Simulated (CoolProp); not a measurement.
Vapour-liquid equilibrium of carbon dioxide (1) + CH3F (R41) (2) at 9.31 bar; x and y are mole fractions of (1).

Computed with CoolProp (multi-fluid Helmholtz-energy mixture model, Span 1996 and Lemmon 2006; pair parameters Bell 2016).

```json
[
 {"x": "0.05", "bubble temperature (K)": "245.9", "y at the bubble point": "0.076", "dew temperature at overall composition x (K)": "246.2", "liquid density (mol/L)": "22.45"},
 {"x": "0.15", "bubble temperature (K)": "244.0", "y at the bubble point": "0.215", "dew temperature at overall composition x (K)": "244.9", "liquid density (mol/L)": "22.76"},
 {"x": "0.25", "bubble temperature (K)": "242.3", "y at the bubble point": "0.339", "dew temperature at overall composition x (K)": "243.5", "liquid density (mol/L)": "23.07"},
 {"x": "0.35", "bubble temperature (K)": "240.6", "y at the bubble point": "0.453", "dew temperature at overall composition x (K)": "242.1", "liquid density (mol/L)": "23.39"},
 {"x": "0.45", "bubble temperature (K)": "239.1", "y at the bubble point": "0.559", "dew temperature at overall composition x (K)": "240.7", "liquid density (mol/L)": "23.71"},
 {"x": "0.55", "bubble temperature (K)": "237.6", "y at the bubble point": "0.657", "dew temperature at overall composition x (K)": "239.2", "liquid density (mol/L)": "24.04"},
 {"x": "0.65", "bubble temperature (K)": "236.1", "y at the bubble point": "0.748", "dew temperature at overall composition x (K)": "237.7", "liquid density (mol/L)": "24.37"},
 {"x": "0.75", "bubble temperature (K)": "234.7", "y at the bubble point": "0.831", "dew temperature at overall composition x (K)": "236.1", "liquid density (mol/L)": "24.71"},
 {"x": "0.85", "bubble temperature (K)": "233.2", "y at the bubble point": "0.905", "dew temperature at overall composition x (K)": "234.3", "liquid density (mol/L)": "25.05"},
 {"x": "0.95", "bubble temperature (K)": "231.8", "y at the bubble point": "0.971", "dew temperature at overall composition x (K)": "232.3", "liquid density (mol/L)": "25.38"}
]
```

No azeotrope shows between x = 0.05 and 0.95.

The pair parameters rest on a limited set of measurements; away from them the model extrapolates.
